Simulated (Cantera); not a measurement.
A closed system holds: 1 mol Fe2O3, 3 mol CH4, 2.3 mol CO, equilibrated at 0.000230 bar.

Method: chemical equilibrium by Gibbs-energy minimisation in Cantera with the NASA 1993 tables (ideal gas, pure condensed phases). Candidate condensed phases: C, C6H6, C7H8, C8H18, Fe, Fe(CO)5, FeO, Fe(OH)2, Fe(OH)3, Fe2O3, Fe3O4, H2O; 114 gas species. Kinetics and transport are ignored.

### Question
What share of the Fe ends up in condensed phases as a function of T (K), at 1700, 1725, 1750, 1775, 1800, 1825, 1850, 1875, 1900, 1925?

### Answer
| T (K) | Fe condensed (%) | as |
|---|---|---|
| 1700 | 84.0 | Fe(δ) |
| 1725 | 75.8 | Fe(δ) |
| 1750 | 63.4 | Fe(δ) |
| 1775 | 44.7 | Fe(δ) |
| 1800 | 16.2 | Fe(δ) |
| 1825 | 0.0 | - |
| 1850 | 0.0 | - |
| 1875 | 0.0 | - |
| 1900 | 0.0 | - |
| 1925 | 0.0 | - |
